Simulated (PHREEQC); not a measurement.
KOH is added in steps, without added water, to 1 kg of water holding 0.0013 mol Pb(NO3)2, 0.006 mol KNO3 and 5.5e-05 mol Zn(NO3)2, at 80 °C. Oxygen alone is held at its pressure in air (log pO2 = -0.68). No CO2 enters from the air. Precipitation was switched off in this run.

Base run: PHREEQC, ion-association model, wateq4f.dat. Each further column changes one thing. The table gives Pb+2 (mol/kgw).

```
KOH added (mol)      base  temperature from 80 to 90 °C  KNO3 from 0.006 to 0.0006 mol/kgw  0.0018 mol/kgw KCl added
---------------  --------  ----------------------------  ---------------------------------  ------------------------
0                 0.00120                       0.00120                            0.00125                (withheld)
0.0002333         0.00103                       0.00104                            0.00108                (withheld)
0.0004667        0.000870                      0.000875                           0.000908                  0.000779
0.0007           0.000709                      0.000714                         (withheld)                  0.000634
0.0009333        0.000549                      0.000554                           0.000572                  0.000490
0.001167         0.000390                      0.000395                           0.000406                  0.000348
0.0014           0.000233                      0.000239                           0.000243                  0.000209
0.001633          8.48e-5                    (withheld)                            8.73e-5                   7.66e-5
0.001867          4.02e-6                       4.82e-6                            3.56e-6                   4.10e-6
0.0021            8.01e-7                       9.66e-7                            6.97e-7                   8.28e-7
0.002333          3.85e-7                       4.67e-7                            3.35e-7                   3.98e-7
0.002567          2.40e-7                       2.92e-7                            2.09e-7                   2.48e-7
0.0028            1.69e-7                       2.07e-7                            1.48e-7                   1.75e-7
```

**Question.** What belongs in the gaps?

**Answer.** 
- 0, 0.0018 mol/kgw KCl added: 0.00107
- 0.0002333, 0.0018 mol/kgw KCl added: 0.000925
- 0.0007, KNO3 from 0.006 to 0.0006 mol/kgw: 0.000740
- 0.001633, temperature from 80 to 90 °C: 8.96e-5

In at least one series the solution becomes supersaturated in solids that the run did not let form, among them Zn(OH)2-e, Litharge. At this temperature some constants are extrapolated from 25 °C, and those without enthalpy data are left unchanged.
